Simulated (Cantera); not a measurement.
Cantera run:

```python
import numpy as np
import cantera as ct

gas_names = """
    CL CL2 H HCL H2 Si SiCL SiCL2 SiCL3 SiCL4 SiH SiHCL3 SiH2 SiH2CL2 SiH3 SiH3CL SiH4 Si2 Si3
""".split()
cond_names = """
    Si(cr) Si(L)
""".split()


# ... load() reads the species with a 1 bar reference pressure and builds the phases ...
atoms = {
    'SiCl4': {'Si': 1, 'CL': 4},
    'H2': {'H': 2},
    'HCl': {'H': 1, 'CL': 1},
}
top_T = {}  # K; cautious upper limits of use, not melting points


# ... equilibrate(T, P, feed) seeds the gas with the atoms and calls Mixture.equilibrate('TP', solver="vcs", rtol=1e-11, max_steps=5000) ...
results = []
feed = {'SiCl4': 1, 'H2': 110, 'HCl': 0.017}  # mol
T = 1223  # K
P = 13332.2  # Pa
mix = equilibrate(T, P, feed)
results.append((T, P, feed, dict(zip(mix.species_names, mix.species_moles))))
x = sorted(zip(gas.X, gas.species_names), reverse=True)
print(f"T = {T:g} K  P = {P:g} Pa  gas = {mix.phase_moles(0):.4g} mol")
print("   x: " + "  ".join(f"{s} {v:.3e}" for v, s in x if v > 1e-06))
print("   condensed (mol): " + ("  ".join(f"{mix.phase(i).name} {mix.phase_moles(i):.4g}"
      for i in range(1, mix.n_phases) if mix.phase_moles(i) > 1e-12) or "none"))
```

It prints:

```
T = 1223 K  P = 13332.2 Pa  gas = 111.8 mol
   x: H2 9.702e-01  HCL 2.620e-02  SiCL2 1.722e-03  SiHCL3 7.552e-04  SiCL4 6.608e-04  SiCL3 3.778e-04  SiH2CL2 1.151e-04  SiH3CL 4.828e-06
   condensed (mol): Si(cr) 0.5935
```

These are equilibrium values from Cantera (NASA tables, ideal gas, pure condensed phases), not measurements of a reactor. The tables' values for SiCl3 are old estimates; treat these amounts as uncertain.
